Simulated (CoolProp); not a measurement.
Values from CoolProp's reference Helmholtz-energy equation of state, Gedanitz 2015.

Give the vapour pressure (MPa), liquid density (kg/m³), vapour density (kg/m³), enthalpy of vaporisation (kJ/kg) of saturated cyclopentane at 307.7, 442.1 K.


| T (K) | p (MPa) | liquid density (kg/m³) | vapour density (kg/m³) | enthalpy of vaporisation (kJ/kg) |
|---|---|---|---|---|
| 307.7 | 0.0609 | 731 | 1.71 | 400 |
| 442.1 | 1.63 | 564 | 41.5 | 268 |
